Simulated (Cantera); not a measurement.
Input (Python, Cantera):

```python
import numpy as np
import cantera as ct

gas = ct.Solution("gri30.yaml", transport_model="multicomponent")
show = ['NO', 'N2', 'H2']

rows = []
print(f"{'T/K':>7s}{'rho':>11s}{'cp':>10s}{'mu':>11s}{'lambda':>11s}{'Pr':>7s}" + "".join(f"{'D_' + s:>11s}" for s in show))
for T in [400, 500, 600, 700, 800, 900]:
    gas.TPX = T, 530000, {'O2': 0.21}
    Pr = gas.cp_mass * gas.viscosity / gas.thermal_conductivity
    D = [gas.mix_diff_coeffs_mole[gas.species_index(s)] for s in show]
    rows.append([gas.density, gas.cp_mass, gas.viscosity, gas.thermal_conductivity, Pr, *D])
    print(f"{T:7g}{gas.density:11.4e}{gas.cp_mass:10.1f}{gas.viscosity:11.4e}"
          f"{gas.thermal_conductivity:11.4e}{Pr:7.3f}" + "".join(f"{d:11.4e}" for d in D))
print("SI units: kg/m3, J/kg/K, Pa s, W/m/K, m2/s")
```

Result:

```
    T/K        rho        cp         mu     lambda     Pr       D_NO       D_N2       D_H2
    400 5.0992e+00     941.4 2.5629e-05 3.3889e-02  0.712 6.4844e-06 6.6023e-06 2.5176e-05
    500 4.0794e+00     971.4 3.0045e-05 4.1059e-02  0.711 9.5164e-06 9.6895e-06 3.6646e-05
    600 3.3995e+00    1002.6 3.4077e-05 4.8102e-02  0.710 1.2975e-05 1.3211e-05 4.9715e-05
    700 2.9138e+00    1031.1 3.7824e-05 5.4934e-02  0.710 1.6832e-05 1.7138e-05 6.4282e-05
    800 2.5496e+00    1054.7 4.1353e-05 6.1465e-02  0.710 2.1065e-05 2.1448e-05 8.0270e-05
    900 2.2663e+00    1073.7 4.4705e-05 6.7676e-02  0.709 2.5656e-05 2.6123e-05 9.7614e-05
SI units: kg/m3, J/kg/K, Pa s, W/m/K, m2/s
```

Detailed kinetics in Cantera: GRI-Mech 3.0 (53 species, 325 reactions).
